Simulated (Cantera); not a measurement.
Charge: 1 mol SiCl₄, 0.59 mol Cl₂, 0.53 mol H₂, at 0.133 bar.

Method: chemical equilibrium by Gibbs-energy minimisation in Cantera with the NASA 1993 tables (ideal gas, pure condensed phases). Candidate condensed phases: Si; 19 gas species. The numbers say what is thermodynamically allowed, not how fast it happens. All values below are at 1173 K.

Base state: HCl 0.500, SiCl₄ 0.471, Cl₂ 0.0275, Cl 0.00161 (mole fractions); condensed: gas only.

Question: What changes in the equilibrium state with this change: Cl₂ from 0.59 to 1.6 mol?

Answer: 
```tsv
species	before	after
Cl₂	0.0275	0.338
HCl	0.500	0.338
SiCl₄	0.471	0.319
Cl	0.00161	0.00564
```
